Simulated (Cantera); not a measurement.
An isothermal, constant-pressure homogeneous reactor starts with C3H8 : H2 = 1 : 3 (molar parts), at 1600 K and 0.0480 bar.

Model: GRI-Mech 3.0 (53 species, 325 reactions), integrated in Cantera. GRI-Mech 3.0 was tuned for natural gas; its chemistry of propane as a main component is partial and can be far from experiment. GRI-Mech 3.0 stops at C3 and has no aromatics, soot or wall deposition, so with more carbon than oxygen in the feed, carbon stays in small species such as C2H2 where larger ones or solid carbon would form. Radical loss at walls, strong at low pressure, is not modelled.

Task: Predict: x(H2) at 20.0 s; x(CH2) at 20.0 s; x(C2H4) at 20.0 s; x(CH4) at 20.0 s; x(C2H6) at 20.0 s; x(CH3) at 20.0 s.

Result: 
| Property | Result |
|---|---|
| x(H2) at 20.0 s | 0.781 (gas-phase equilibrium 0.782) |
| x(CH2) at 20.0 s | 8.26e-9 (gas-phase equilibrium 7.13e-9) |
| x(C2H4) at 20.0 s | 0.000878 (gas-phase equilibrium 0.000879) |
| x(CH4) at 20.0 s | 0.00551 (gas-phase equilibrium 0.00472) |
| x(C2H6) at 20.0 s | 1.66e-7 (gas-phase equilibrium 1.40e-7) |
| x(CH3) at 20.0 s | 3.15e-5 (gas-phase equilibrium 2.71e-5) |
